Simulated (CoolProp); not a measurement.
A single-stage vapour-compression cycle with R507A: evaporating at 217.15 K (dew point), condensing at 259.15 K (bubble point), superheat 0 K, subcooling 5 K, compressor efficiency 0.85, no pressure losses. Each further row changes one setting.

The numbers come from the reference Helmholtz-energy equation of state, Lemmon 2003 in CoolProp. It is a pseudo-pure fit of the blend.

| case | cooling COP | pressure ratio | discharge temperature (K) | refrigerating effect (kJ/kg) | volumetric capacity (kJ/m³) |
|---|---|---|---|---|---|
| as stated | [?] | 6.17 | 277.4 | 156 | 561 |
| evaporating temperature 222.15 K | 4.51 | 4.76 | [?] | [?] | [?] |
| condensing temperature 254.15 K | 4.42 | 5.15 | [?] | 162 | 585 |
| subcooling 10 K | 3.95 | 6.17 | 277.4 | 162 | 585 |
| superheat 10 K | 3.78 | 6.17 | 288.0 | 163 | 559 |
| compressor efficiency 0.75 | 3.35 | 6.17 | 283.4 | 156 | 561 |

Q: Some entries are withheld; supply them.

A: 
- as stated, cooling COP: 3.79
- evaporating temperature 222.15 K, discharge temperature (K): 274.3
- evaporating temperature 222.15 K, refrigerating effect (kJ/kg): 159
- evaporating temperature 222.15 K, volumetric capacity (kJ/m³): 729
- condensing temperature 254.15 K, discharge temperature (K): 271.0
